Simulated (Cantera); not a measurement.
A closed system holds: 1 mol Si, 0.06 mol CO2, 15 mol CO, equilibrated at 0.0190 bar.

These are equilibrium values from Cantera (NASA tables, ideal gas, pure condensed phases), not measurements of a reactor. Candidate condensed phases: C, Si, SiC, SiO2; 20 gas species. Mutual solubility and eutectic melting of coexisting phases are not modelled. The tables hold silica as quartz up to 1696 K and as liquid above; real silica turns to tridymite and cristobalite and melts near 1996 K. Kinetics and transport are ignored.

Q: What share of the Si ends up in condensed phases as a function of T (°C), at 925, 1025, 1125, 1225, 1325, 1425, 1525, 1625, 1725?

A: 
```csv
T (°C),Si condensed (%),as
925,100.0,SiO2(β-quartz)
1025,100.0,SiO2(β-quartz)
1125,99.9,SiO2(β-quartz)
1225,96.6,SiC(s) + SiO2(β-quartz)
1325,61.5,SiC(s) + SiO2(β-quartz)
1425,47.0,SiC(s)
1525,47.0,SiC(s)
1625,47.0,SiC(s)
1725,46.8,SiC(s)
```
